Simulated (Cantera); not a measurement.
Feed: 1 mol FeS, 0.063 mol SO₃, 3.2 mol CO₂, equilibrated at 1223.15 K.

Equilibrium computed with Cantera from the NASA thermochemical tables; the gas is ideal and each condensed phase is pure. Candidate condensed phases: C, Fe, Fe(CO)₅, FeO, FeS, FeSO₄, FeS₂, Fe₂O₃, Fe₂(SO₄)₃, Fe₃O₄, S; 25 gas species. Metal and sulfide melt together well below either melting point, which pure phases cannot show. Mutual solubility and eutectic melting of coexisting phases are not modelled. The tables' stoichiometric FeO is somewhat more stable than real wüstite, so its field is too wide. FeO, FeS: taken at fixed stoichiometry. Gases not in the tables: S₃ to S₇. Rates play no part.

**Question.** Which condensed phases are stable at each of these points (P (Pa)): 1000, 2300, 5400, 13000, 29000, 68000, 160000, 370000, 860000, 2000000?

**Answer.** 
```csv
P (Pa),condensed phases,Fe condensed (%)
1000,FeO(s) + FeS(s),100.0
2300,FeO(s) + FeS(s),100.0
5400,FeO(s) + FeS(s),100.0
13000,FeS(s) + Fe₃O₄(s),100.0
29000,FeS(s) + Fe₃O₄(s),100.0
68000,FeS(s) + Fe₃O₄(s),100.0
160000,FeS(s) + Fe₃O₄(s),100.0
370000,FeS(s) + Fe₃O₄(s),100.0
860000,FeS(s) + Fe₃O₄(s),100.0
2000000,FeS(s) + Fe₃O₄(s),100.0
```

From 10.0 mbar to 54.0 mbar the condensed part is FeO(s) + FeS(s). From 0.130 bar to 20.0 bar the condensed part is FeS(s) + Fe₃O₄(s).
